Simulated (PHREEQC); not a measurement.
Consider water at 25 °C with 0.00083 mol/kgw PbCl2 and 0.11 mol/kgw KBr. Closed to the air; pH follows from the charge balance.

All values are PHREEQC results (ion-association model, wateq4f.dat), not measurements.

No solid was allowed to form.

Order these Pb species by the share of Pb that they hold, largest first: PbBr2, PbBr+, Pb+2, PbOH+, PbCl+.

PbBr+ (68 %), Pb+2 (29 %), PbBr2 (2.0 %), PbCl+ (0.68 %), PbOH+ (0.19 %)

The pH is 5.87 and the ionic strength 0.111 mol/kgw.
